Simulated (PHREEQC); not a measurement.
A made-up water analysis in mmol/kgw, 40 °C, pH 2.49, pe 12.5: Na 3.24; K 0.0682; Ca 14.1; Mg 0.0842; Cl 12.9; S(6) 12.7; Sr 0.155; Cd 0.177.

Valence states are taken as typed.

Model: ion-association model, phreeqc.dat, run in PHREEQC.

No solid was allowed to form.

Task: Order these S species by the share of S that they hold, largest first: CaSO4, CaHSO4+, SO4-2, NaSO4-, HSO4-.

Result: SO4-2 (57 %), CaSO4 (26 %), HSO4- (14 %), CaHSO4+ (0.87 %), NaSO4- (0.46 %)

Task: Order these Ca species by the share of Ca that they hold, largest first: Ca+2, CaHSO4+, CaSO4.

Result: Ca+2 (76 %), CaSO4 (23 %), CaHSO4+ (0.78 %)

The pH is 2.49 and the ionic strength 0.0474 mol/kgw. Species that the database lacks are ignored. Away from 25 °C the constants follow the database's enthalpies or fits; those with neither stay at their 25 °C values.
